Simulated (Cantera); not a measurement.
A freely propagating, adiabatic, planar premixed flame of H₂ : O₂ : N₂ = 1 : 0.294 : 1.11 (molar parts), equivalence ratio 1.7, unburnt at 425 K and 100000 Pa; mixture-averaged transport, grid criteria slope 0.08 and curve 0.16, no radiation.

Detailed kinetics in Cantera: the H2/O2 subset of GRI-Mech 3.0, which has no nitrogen chemistry. Burning velocities carry a grid error of a few per cent, more on coarse grids.

x: mole fraction of selected species; z is measured from the peak of heat release.

```csv
z (mm),T (K),u (m/s),x H₂,x O₂,x H,x O,x HO₂,x OH
-1.16,425,5.21,0.416,0.122,<1e-8,<1e-8,<1e-8,<1e-8
-0.774,425,5.21,0.416,0.122,<1e-8,<1e-8,<1e-8,<1e-8
-0.581,425,5.21,0.416,0.122,<1e-8,<1e-8,<1e-8,<1e-8
-0.387,425,5.21,0.416,0.122,<1e-8,<1e-8,7.73e-8,<1e-8
-0.194,444,5.41,0.412,0.123,3.87e-5,(withheld),0.000199,3.31e-5
-0.0968,723,8.57,0.376,0.116,0.00636,(withheld),0.000233,0.000944
0,1166,13.4,0.281,0.0816,0.0408,(withheld),8.40e-5,0.00210
0.0968,1464,16.7,0.187,0.0273,0.0758,(withheld),2.60e-5,0.00480
0.194,1601,18.1,0.158,0.00709,0.0825,(withheld),6.48e-6,0.00583
0.387,1726,19.4,0.157,0.00197,0.0729,(withheld),1.74e-6,0.00654
0.774,1850,20.6,0.165,0.00124,0.0576,(withheld),1.05e-6,0.00667
1.55,1971,21.7,0.172,0.000739,0.0423,(withheld),6.25e-7,0.00610
3.10,2073,22.7,0.179,0.000378,0.0291,(withheld),3.41e-7,0.00496
```

Q: Complete the blanks.

A: 
- -0.194, x O: 3.90e-6
- -0.0968, x O: 0.000236
- 0, x O: 0.00300
- 0.0968, x O: 0.00477
- 0.194, x O: 0.00341
- 0.387, x O: 0.00245
- 0.774, x O: 0.00178
- 1.55, x O: 0.00110
- 3.10, x O: 0.000580
